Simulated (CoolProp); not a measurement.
Vapour-liquid equilibrium of R227EA (1) + isobutene (2) at -38.85 °C; x and y are mole fractions of (1).

Model: multi-fluid Helmholtz-energy mixture model, Lemmon 2016 and Lemmon 2005; pair parameters Bell 2016, in CoolProp.

Problem. Give the bubble pressure and the first vapour's composition at x = 0.05, 0.425, 0.95. Is there an azeotrope?

Solution. x = 0.05: 29.78 kPa, y = 0.231; x = 0.425: 41.25 kPa, y = 0.549; x = 0.95: 36.51 kPa, y = 0.894. y crosses x between x = 0.575 and 0.65: the model has an azeotrope there.

Pair parameters are fitted to limited data, so mixtures are less certain than the pure fluids.
